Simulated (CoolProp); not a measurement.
Vapour-liquid equilibrium of R22 (1) + R115 (2) at 0.349 MPa; x and y are mole fractions of (1).

Computed with CoolProp (multi-fluid Helmholtz-energy mixture model, Kamei 1995 and Lemmon 2016; pair parameters Bell 2016).

| x | bubble temperature (K) | y at the bubble point | dew temperature at overall composition x (K) | liquid density (mol/L) |
|---|---|---|---|---|
| 0.05 | 263.7 | 0.109 | 264.9 | 9.462 |
| 0.2 | 260.3 | 0.296 | 261.9 | 10.11 |
| 0.35 | 259.1 | [?] | 259.6 | 10.81 |
| 0.5 | 258.7 | 0.498 | 258.7 | 11.62 |
| 0.65 | 259.1 | [?] | [?] | [?] |
| 0.8 | 260.2 | [?] | 260.7 | [?] |
| 0.95 | 262.0 | [?] | 262.2 | 14.79 |

Problem. Fill in the missing entries.

Solution. 
- 0.35, y at the bubble point: 0.404
- 0.65, y at the bubble point: 0.606
- 0.65, dew temperature at overall composition x (K): 259.4
- 0.65, liquid density (mol/L): 12.54
- 0.8, y at the bubble point: 0.745
- 0.8, liquid density (mol/L): 13.59
- 0.95, y at the bubble point: 0.928

y crosses x between x = 0.35 and 0.5: the model has an azeotrope there.

The pair parameters rest on a limited set of measurements; away from them the model extrapolates.
